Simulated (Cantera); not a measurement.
A perfectly stirred reactor is fed with CH₄ : O₂ : N₂ = 1 : 1.33 : 5.01 (molar parts), equivalence ratio 1.5, at 2.10 bar; it is adiabatic with a 375 K inlet, and is followed from long to short residence time, starting on the burning branch (τ in s: 0.044, 0.02, 0.0093, 0.0043, 0.002, 0.00091, 0.00042, 0.00019, 9e-05, 4.1e-05).

Model: GRI-Mech 3.0 (53 species, 325 reactions), integrated in Cantera.

x: mole fraction; the columns are a selection and need not sum to one.

```csv
τ (s),T (K),x CH₄,x O₂,x CH₃,x C₂H₄,x C₂H₆
0.044,1963,0.00244,0.000392,0.000213,1.62e-5,1.39e-6
0.020,1963,___,___,___,___,___
0.0093,1960,0.00406,0.00139,0.000480,6.65e-5,6.51e-6
0.0043,1951,___,___,___,___,___
0.0020,1931,0.00615,0.00465,0.000961,0.000234,2.89e-5
0.00091,1881,0.00855,0.00963,0.00133,0.000503,7.88e-5
0.00042,375,0.136,0.181,<1e-12,<1e-12,<1e-12
0.00019,375,0.136,0.181,<1e-12,<1e-12,<1e-12
9.0e-5,375,0.136,0.181,<1e-12,<1e-12,<1e-12
4.1e-5,375,0.136,0.181,<1e-12,<1e-12,<1e-12
```

Task: Some entries are withheld; supply them.

Result: 
- 0.020, x CH₄: 0.00324
- 0.020, x O₂: 0.000754
- 0.020, x CH₃: 0.000328
- 0.020, x C₂H₄: 3.43e-5
- 0.020, x C₂H₆: 3.12e-6
- 0.0043, x CH₄: 0.00496
- 0.0043, x O₂: 0.00253
- 0.0043, x CH₃: 0.000687
- 0.0043, x C₂H₄: 0.000125
- 0.0043, x C₂H₆: 1.35e-5
